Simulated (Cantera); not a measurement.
Thermodynamics of carbothermic reduction, feed Cu2O + C + H2 + CO

Charge: 1 mol Cu2O, 3.5 mol C, 19 mol H2, 2.1 mol CO, equilibrated at 1.40 mbar.

Cantera equilibrium calculation (NASA polynomials, part measured and part estimated; ideal gas, pure solids and liquids). Candidate condensed phases: C, C6H6, C7H8, C8H18, Cu, CuO, Cu(OH)2, Cu2O, H2O; 113 gas species. Equilibrium is a limit: real reactors are often held back by kinetics, nucleation or transport.

```tsv
T (K)	log p H2	log p CO	log p H	log p Cu	log p C2H2 (acetylene)	n C(graphite)	n Cu(s)	n Cu(l)
923	-2.92	-3.71	-11.07	-12.26	-12.84	2.50	2.00	0
1023	-2.92	-3.71	-9.84	-10.42	-11.60	2.50	2.00	0
1123	-2.92	-3.71	-8.83	-8.90	-10.58	2.50	2.00	0
1223	-2.92	-3.71	-7.98	-7.64	-9.72	2.50	2.00	0
1323	-2.92	-3.71	-7.26	-6.57	-9.00	2.50	2.00	0
1423	-2.92	-3.71	-6.64	-5.68	-8.38	2.50	0	1.97
1523	-2.92	-3.71	-6.10	-4.92	-7.85	2.50	0	1.81
1623	-2.94	-3.72	-5.63	-4.26	-7.40	2.50	0	1.08
1723	-2.96	-3.75	-5.22	-3.94	-7.00	2.50	0	0
1823	-2.96	-3.75	-4.84	-3.94	-6.64	2.49	0	0
1923	-2.97	-3.75	-4.51	-3.94	-6.31	2.48	0	0
2023	-2.98	-3.75	-4.21	-3.94	-6.03	2.47	0	0
2123	-3.00	-3.76	-3.95	-3.95	-5.78	2.44	0	0
2223	-3.03	-3.78	-3.71	-3.97	-5.57	2.40	0	0
```
log p: log10 of the partial pressure in bar; n: condensed amount in mol.

From 923 K to 1323 K the condensed part is C(graphite) + Cu(s). From 1423 K to 1623 K the condensed part is C(graphite) + Cu(l). From 1723 K to 2223 K the condensed part is C(graphite).
